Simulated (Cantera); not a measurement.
An adiabatic, constant-pressure homogeneous reactor starts with CH₄ : O₂ : N₂ = 1 : 1.18 : 4.42 (molar parts), equivalence ratio 1.7, at 1150 K and 4.93 atm.

Cantera simulation using GRI-Mech 3.0 (53 species, 325 reactions); the numbers are that mechanism's predictions, not measurements.

**Question.** Predict: time of steepest temperature rise; temperature at 3.00 s; equilibrium temperature; x(O₂) at 3.00 s; x(H) at 3.00 s; x(NO) at 3.00 s.

**Answer.** 
- time of steepest temperature rise: 25.8 ms
- temperature at 3.00 s: 2428 K
- equilibrium temperature: 2428 K
- x(O₂) at 3.00 s: 6.96e-6 (gas-phase equilibrium 6.96e-6)
- x(H) at 3.00 s: 0.00272 (gas-phase equilibrium 0.00272)
- x(NO) at 3.00 s: 0.000101 (gas-phase equilibrium 0.000101)
